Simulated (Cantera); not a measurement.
An isothermal, constant-pressure homogeneous reactor starts with 70.9 % CH4, 29.1 % CO2, at 1275 K and 0.160 bar.

Model: GRI-Mech 3.0 (53 species, 325 reactions), integrated in Cantera. GRI-Mech 3.0 stops at C3 and has no aromatics, soot or wall deposition, so with more carbon than oxygen in the feed, carbon stays in small species such as C2H2 where larger ones or solid carbon would form.

Task: Predict: x(CH4) at 30.0 s; x(CO2) at 30.0 s; x(H2O) at 30.0 s; x(H) at 30.0 s.

Result: 
```json
{
  "x(CH4) at 30.0 s": "0.661 (gas-phase equilibrium 0.146)",
  "x(CO2) at 30.0 s": "0.281 (gas-phase equilibrium 2.77e-7)",
  "x(H2O) at 30.0 s": "0.00237 (gas-phase equilibrium 6.43e-7)",
  "x(H) at 30.0 s": "6.14e-8 (gas-phase equilibrium 1.27e-6)"
}
```
